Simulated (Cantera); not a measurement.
# SiCl4 + NH3 + N2 (silicon nitride deposition)

Input: 1 mol SiCl4, a varied amount of NH3, 2.8 mol N2, held at 1975 K and 0.0133 bar.

Equilibrium computed with Cantera from the NASA thermochemical tables; the gas is ideal and each condensed phase is pure. Candidate condensed phases: NH4Cl, Si, Si3N4; 28 gas species. The tables' values for SiCl, SiCl3, SiN are old estimates; treat these amounts as uncertain. Gases not in the tables: Si2H6 and higher silanes. Kinetics and transport are ignored.

| n(NH3) (mol) | x H2 | x N2 | x HCl | x SiCl2 | x H | x Cl | x Si | x SiCl | n Si(l) |
|---|---|---|---|---|---|---|---|---|---|
| 2.5 | 0.277 | 0.411 | 0.201 | 0.0987 | 0.00624 | 0.00338 | 0.000665 | 0.000985 | 0 |
| 3.5 | 0.354 | 0.383 | 0.169 | 0.0813 | 0.00705 | 0.00251 | 0.000997 | 0.00109 | 0 |
| 4.8 | 0.423 | 0.359 | 0.140 | 0.0658 | 0.00771 | 0.00191 | 0.00140 | 0.00117 | 0 |
| 6.7 | 0.487 | 0.335 | 0.113 | 0.0509 | 0.00827 | 0.00143 | 0.00191 | 0.00120 | 0 |
| 9.2 | 0.540 | 0.316 | 0.0916 | 0.0384 | 0.00871 | 0.00110 | 0.00242 | 0.00117 | 0.00567 |
| 13 | 0.585 | 0.299 | 0.0769 | 0.0249 | 0.00906 | 0.000890 | 0.00242 | 0.000945 | 0.106 |
| 18 | 0.620 | 0.287 | 0.0635 | 0.0161 | 0.00933 | 0.000715 | 0.00242 | 0.000759 | 0.189 |
| 24 | 0.645 | 0.278 | 0.0527 | 0.0106 | 0.00952 | 0.000581 | 0.00242 | 0.000617 | 0.249 |
| 33 | 0.668 | 0.270 | 0.0420 | 0.00653 | 0.00968 | 0.000455 | 0.00242 | 0.000484 | 0.295 |
x: gas mole fraction; n: condensed amount in mol.

From 2.5 mol NH3 to 6.7 mol NH3 nothing is condensed. From 9.2 mol NH3 to 33 mol NH3 the condensed part is Si(l). The main Si-bearing gas is SiCl2 throughout.
